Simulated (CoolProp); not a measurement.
A Linde-Hampson liquefier for ethylene: isothermal reversible compression at 300 K from 1 atm to 30 MPa, throttling to 1 atm, return gas leaving the recuperator 5 K below the feed. Each further row changes one setting.

The numbers come from the reference Helmholtz-energy equation of state, Smukala 2000 in CoolProp.

| case | liquid yield per pass | compression work (kJ/kg of gas) |
|---|---|---|
| as stated | 0.475 | 397 |
| high pressure 60 MPa | 0.447 | 462 |
| warm-end temperature 330 K | 0.397 | 467 |
| warm-end gap 10 K | 0.469 | 397 |
